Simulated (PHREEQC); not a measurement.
1 kg of water holding 27 mmol/kgw Na2SO4, 12 mmol/kgw NaCl and 14 mmol/kgw Na2B4O7 is evaporated at 25 °C; the solids stay in contact with the brine. The system is closed to CO2. Solids allowed: Halite, Mirabilite, Thenardite, Borax, Boric_acid,s, NaBO2:4H2O, NaB5O8:5H2O, Teepleite. Others were left out.

The series has 28 steps of water left (kg), from 1 to 0.003625.

Computed with PHREEQC (Pitzer model, pitzer.dat).

Which solids form, in which order, and at which step of the series does each first stand?

Borax from water left = 0.1159 kg (pH 9.09); Mirabilite from water left = 0.01107 kg (pH 8.71); Thenardite from water left = 0.003625 kg (pH 8.46).
